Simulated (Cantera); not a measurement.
What does this Cantera script print?

```python
import numpy as np
import cantera as ct

gas_names = """
    N NO NO2 NO3 N2 N2O O O2 O3 Pb PbO Pb2
""".split()
cond_names = """
    Pb(cr) Pb(L) PbO(rd) PbO(yw) PbO(L) PbO2(s) Pb3O4(s)
""".split()


# ... load() reads the species with a 1 bar reference pressure and builds the phases ...
atoms = {
    'Pb': {'Pb': 1},
    'O2': {'O': 2},
    'N2': {'N': 2},
}
top_T = {'Pb3O4(s)': 820}  # K; cautious upper limits of use, not melting points


# ... equilibrate(T, P, feed) seeds the gas with the atoms and calls Mixture.equilibrate('TP', solver="vcs", rtol=1e-11, max_steps=5000) ...
results = []
feed = {'Pb': 1, 'O2': 0.74, 'N2': 57}  # mol
P = 96  # Pa
for T in [900, 975, 1050, 1125, 1200, 1275, 1350]:
    mix = equilibrate(T, P, feed)
    results.append((T, P, feed, dict(zip(mix.species_names, mix.species_moles))))
    x = sorted(zip(gas.X, gas.species_names), reverse=True)
    print(f"T = {T:g} K  P = {P:g} Pa  gas = {mix.phase_moles(0):.4g} mol")
    print("   x: " + "  ".join(f"{s} {v:.3e}" for v, s in x if v > 0.001))
    print("   condensed (mol): " + ("  ".join(f"{mix.phase(i).name} {mix.phase_moles(i):.4g}"
          for i in range(1, mix.n_phases) if mix.phase_moles(i) > 1e-12) or "none"))
```

It prints:

```
T = 900 K  P = 96 Pa  gas = 57.24 mol
   x: N2 9.958e-01  O2 4.192e-03
   condensed (mol): PbO(yw) 0.9996
T = 975 K  P = 96 Pa  gas = 57.25 mol
   x: N2 9.957e-01  O2 4.191e-03
   condensed (mol): PbO(yw) 0.9922
T = 1050 K  P = 96 Pa  gas = 57.33 mol
   x: N2 9.942e-01  O2 4.207e-03  PbO 1.542e-03
   condensed (mol): PbO(yw) 0.9087
T = 1125 K  P = 96 Pa  gas = 58.06 mol
   x: N2 9.818e-01  PbO 1.256e-02  O2 4.630e-03  Pb 1.011e-03
   condensed (mol): PbO(yw) 0.2122
T = 1200 K  P = 96 Pa  gas = 58.31 mol
   x: N2 9.775e-01  PbO 1.461e-02  O2 5.366e-03  Pb 2.535e-03
   condensed (mol): none
T = 1275 K  P = 96 Pa  gas = 58.37 mol
   x: N2 9.766e-01  PbO 1.280e-02  O2 6.245e-03  Pb 4.330e-03
   condensed (mol): none
T = 1350 K  P = 96 Pa  gas = 58.43 mol
   x: N2 9.755e-01  PbO 1.065e-02  O2 7.282e-03  Pb 6.463e-03
   condensed (mol): none
```

Cantera equilibrium calculation (NASA polynomials, part measured and part estimated; ideal gas, pure solids and liquids).
